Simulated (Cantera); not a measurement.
# Equilibrium for nitride etching: BN + HCl + H2

Feed: 1 mol BN, 6.1 mol HCl, 6.9 mol H2, at 100 Torr.

These are equilibrium values from Cantera (NASA tables, ideal gas, pure condensed phases), not measurements of a reactor. Candidate condensed phases: B, BN, NH4Cl; 21 gas species. The tables' values for BCl, BCl2, BH2 are old estimates; treat these amounts as uncertain. Gases not in the tables: BHCl2. Equilibrium is a limit: real reactors are often held back by kinetics, nucleation or transport.

```tsv
T (K)	log p H2	log p HCl	log p BCl3	log p N2	log p BCl	n BN(s)
1323	-1.15	-1.21	-3.96	-4.27	-8.50	0.989
1398	-1.15	-1.21	-3.78	-4.08	-7.58	0.984
1473	-1.15	-1.21	-3.62	-3.92	-6.75	0.977
1548	-1.15	-1.21	-3.48	-3.77	-6.00	0.967
1623	-1.15	-1.21	-3.35	-3.64	-5.32	0.955
1698	-1.14	-1.22	-3.24	-3.51	-4.71	0.939
1773	-1.14	-1.22	-3.16	-3.37	-4.16	0.917
1848	-1.14	-1.23	-3.09	-3.23	-3.67	0.884
```
log p: log10 of the partial pressure in bar; n: condensed amount in mol.

From 1323 K to 1848 K the condensed part is BN(s). The main B-bearing gas is BCl3 throughout. The share of B in condensed phases is highest at 1323 K (98.9 %) and lowest at 1848 K (88.4 %).
